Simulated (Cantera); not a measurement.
Mixture: H2 : O2 : N2 = 1 : 0.312 : 1.17 (molar parts), at 9.87 atm, adiabatic and at constant pressure. Ignition delay is the time to a rise of 400 K.

Model: the H2/O2 subset of GRI-Mech 3.0, which has no nitrogen chemistry, integrated in Cantera. The hydrogen kinetics of GRI-Mech 3.0 are dated; newer H2 mechanisms differ, most at raised pressure. Where the delays flatten at high temperature, the 400 K rule measures the pace of heat release, not the induction time.

Question: Predict: delay at 1125 K; delay at 1325 K; delay at 1525 K; delay at 1725 K; delay at 1925 K.

Answer: delay at 1125 K: 0.421 ms
delay at 1325 K: 4.19 µs
delay at 1525 K: 1.38 µs
delay at 1725 K: 0.784 µs
delay at 1925 K: 0.557 µs
